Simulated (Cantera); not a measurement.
A diamond (100) surface in a fixed gas of H2 with x(CH4) = 0.0087, x(H) = 0.0076, x(CH3) = 0.00065, 41.3 Torr; coverages are run to steady state.

Model: the Harris–Goodwin 1993 mechanism for the reconstructed diamond (100) surface, integrated in Cantera.

One state of this run: growth (µm/h) = 21.9; θ c6HH = 0.478; θ c6H* = 0.0295; θ c6*H = 0.441; θ c6** = 0.0198; θ c6HM = 0.0200. θ: site fractions in the mechanism's names (c6HH fully hydrogenated, c6H* and c6*H radical sites, c6** diradical, c6HM methylated).

Question: Which value of T (K) does it belong to?
(A) 900
(B) 975
(C) 1125
(D) 1275

Answer: C, 1125
